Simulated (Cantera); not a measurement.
**trisilylamine + N2 + H2 (silicon nitride deposition)**

Feed: 1 mol trisilylamine, 60 mol N2, 0.48 mol H2, held at 8200 Pa.

Method: chemical equilibrium by Gibbs-energy minimisation in Cantera with the NASA 1993 tables (ideal gas, pure condensed phases). Candidate condensed phases: Si, Si3N4; 18 gas species. The feed counts by its element totals alone. The tables' values for SiN are old estimates; treat these amounts as uncertain. Gases not in the tables: Si2H6 and higher silanes. The numbers say what is thermodynamically allowed, not how fast it happens.

From 700 °C to 1600 °C the condensed part is Si3N4(s). From 1700 °C to 1800 °C the condensed part is Si(l).

```tsv
T (°C)	x N2	x H2	x H	x Si	n Si3N4(s)	n Si(l)
700	0.922	0.0784	1.06e-9	<1e-12	1.00	0
800	0.922	0.0784	1.37e-8	<1e-12	1.00	0
900	0.922	0.0784	1.15e-7	<1e-12	1.00	0
1000	0.922	0.0784	6.97e-7	<1e-12	1.00	0
1100	0.922	0.0784	3.26e-6	5.59e-12	1.00	0
1200	0.922	0.0784	1.24e-5	3.41e-10	1.00	0
1300	0.922	0.0784	3.98e-5	1.22e-8	1.00	0
1400	0.921	0.0784	0.000111	2.84e-7	1.000	0
1500	0.921	0.0783	0.000278	4.60e-6	1.000	0
1600	0.921	0.0781	0.000630	5.50e-5	0.998	0
1700	0.923	0.0753	0.00129	0.000385	0	2.97
1800	0.921	0.0746	0.00251	0.00122	0	2.90
```
x: gas mole fraction; n: condensed amount in mol.
